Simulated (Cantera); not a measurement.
Stirred combustor or abatement burner

A perfectly stirred reactor is fed with CH4 : C2H6 : C3H8 : O2 : N2 = 1 : 0.096 : 0.062 : 3.11 : 11.5 (molar parts), equivalence ratio 0.85, at 0.740 atm; it is adiabatic with a 498 K inlet, and is followed from long to short residence time, starting on the burning branch (τ in s: 0.21, 0.092, 0.041, 0.018, 0.0082, 0.0037, 0.0016, 0.00073, 0.00033, 0.00015, 6.5e-05).

Cantera simulation using GRI-Mech 3.0 (53 species, 325 reactions); the numbers are that mechanism's predictions, not measurements.

```tsv
τ (s)	T (K)	x CH4	x C2H6	x C3H8	x C2H2	x C2H	x CH2	x C2H4
0.21	2208	1.29e-6	1.61e-8	1.19e-8	1.08e-7	7.16e-10	4.88e-8	9.70e-8
0.092	2203	2.70e-6	3.59e-8	2.61e-8	2.15e-7	1.50e-9	1.05e-7	2.06e-7
0.041	2191	5.26e-6	7.74e-8	5.49e-8	3.82e-7	2.88e-9	2.08e-7	4.10e-7
0.018	2168	9.82e-6	1.66e-7	1.12e-7	6.09e-7	5.07e-9	3.89e-7	7.64e-7
0.0082	2134	1.73e-5	3.34e-7	2.14e-7	8.60e-7	7.82e-9	6.58e-7	1.28e-6
0.0037	2088	3.07e-5	6.64e-7	4.00e-7	1.14e-6	1.10e-8	1.06e-6	2.01e-6
0.0016	2028	5.83e-5	1.36e-6	7.74e-7	1.52e-6	1.46e-8	1.70e-6	3.16e-6
0.00073	1964	0.000112	2.71e-6	1.48e-6	2.08e-6	1.88e-8	2.64e-6	4.96e-6
0.00033	1895	0.000235	5.73e-6	3.04e-6	3.21e-6	2.53e-8	4.31e-6	8.72e-6
0.00015	1818	0.000562	1.37e-5	7.14e-6	6.29e-6	3.84e-8	7.84e-6	1.91e-5
6.5e-5	498	0.0634	0.00609	0.00393	<1e-12	<1e-12	<1e-12	<1e-12
```
x: mole fraction; the columns are a selection and need not sum to one.
